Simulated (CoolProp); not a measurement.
Fluoroethane (R161) along the isotherm 195.4 K: density (kg/m³) from the reference equation and from simpler models built on Tc = 375.2 K, pc = 5010 kPa, ω = 0.216; each cubic takes its own stable root.

Computed with CoolProp (reference Helmholtz-energy equation of state, Wu 2012).

```csv
p (kPa),phase,reference
556,liquid,872.5
1110,liquid,872.9
1670,liquid,873.3
2220,liquid,873.8
2780,liquid,874.2
3330,liquid,874.6
3890,liquid,875.0
4440,liquid,875.4
5000,liquid,875.9
```

How far does each simpler model (van der Waals, Soave-Redlich-Kwong, Peng-Robinson) lie from the reference over these 9 states: mean and median of the absolute difference, and the worst?


- van der Waals: mean 42.3 %, median 42.3 %, worst -42.6 % at 195.4 K and 556 kPa
- Soave-Redlich-Kwong: mean 13.4 %, median 13.4 %, worst -13.5 % at 195.4 K and 556 kPa
- Peng-Robinson: mean 2.6 %, median 2.6 %, worst -2.6 % at 195.4 K and 556 kPa
